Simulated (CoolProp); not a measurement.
Values from CoolProp's reference Helmholtz-energy equation of state, Thol 2016.

Q: For hexamethyldisiloxane (MM), give the phase and the Z, cp (kJ/(kg K)), speed of sound (m/s), isothermal compressibility (1/MPa) at 288.3 K and 27.2 bar.

A: 
- 288.3 K and 27.2 bar: liquid; Z 0.238, cp 1.87, speed of sound 933, isothermal compressibility 0.00183
